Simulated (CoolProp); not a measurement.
Vapour-liquid equilibrium of methanol (1) + benzene (2) at 0.861 MPa; x and y are mole fractions of (1).

The numbers come from the multi-fluid Helmholtz-energy mixture model, de Reuck 1993 and Thol 2012; pair parameters Bell 2016 in CoolProp.

Problem. Give the bubble temperature and the first vapour's composition at x = 0.2, 0.65, 0.95. Is there an azeotrope?

Solution. x = 0.2: 412.4 K, y = 0.488; x = 0.65: 403.0 K, y = 0.702; x = 0.95: 403.4 K, y = 0.939. y crosses x between x = 0.65 and 0.8: the model has an azeotrope there.

Pair parameters are fitted to limited data, so mixtures are less certain than the pure fluids.
